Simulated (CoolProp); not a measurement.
Vapour-liquid equilibrium of propylene (1) + dimethyl ether (2) at -72.55 °C; x and y are mole fractions of (1).

The numbers come from the multi-fluid Helmholtz-energy mixture model, Lemmon 2013 and Wu 2011; pair parameters Bell 2016 in CoolProp.

```
x     bubble pressure, mixture model (MPa)  bubble pressure, Raoult's law (MPa)  y, mixture model  y, Raoult's law
----  ------------------------------------  -----------------------------------  ----------------  ---------------
0.05                              0.008577                             0.008067             0.220            0.172
0.2                                    [?]                              0.01117               [?]            0.496
0.35                               0.01625                              0.01428             0.706            0.680
0.5                                    [?]                              0.01738             0.799            0.798
0.65                                   [?]                              0.02048             0.867            0.880
0.8                                0.02441                              0.02359             0.925            0.940
0.95                               0.02689                              0.02669             0.981            0.987
```

Q: Fill in the missing entries.

A: 
- 0.2, bubble pressure, mixture model (MPa): 0.01274
- 0.2, y, mixture model: 0.551
- 0.5, bubble pressure, mixture model (MPa): 0.01926
- 0.65, bubble pressure, mixture model (MPa): 0.02192

The largest gap from Raoult's law is +14.1 % in bubble pressure, at x = 0.2. No azeotrope shows between x = 0.05 and 0.95.

Pair parameters are fitted to limited data, so mixtures are less certain than the pure fluids.
